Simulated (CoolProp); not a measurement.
Model: reference Helmholtz-energy equation of state, Thol 2021, in CoolProp.

For chlorine, give the phase and the speed of sound (m/s) at 267.4 K and 0.547 bar; 267.4 K and 2.83 bar; 267.4 K and 22.1 bar.


- 267.4 K and 0.547 bar: gas; speed of sound 203
- 267.4 K and 2.83 bar: gas; speed of sound 198
- 267.4 K and 22.1 bar: liquid; speed of sound 954
